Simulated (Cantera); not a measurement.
Input: 1 mol Pb, 0.87 mol H₂, equilibrated at 252 °C and 1.33 mbar.

Equilibrium computed with Cantera from the NASA thermochemical tables; the gas is ideal and each condensed phase is pure. Candidate condensed phases: Pb; 4 gas species. Rates play no part.

Problem. What is the equilibrium state?

Solution. 
- x(H₂): 1.00
- n(Pb(s)): 1.00 mol
- gas amount: 0.8700 mol
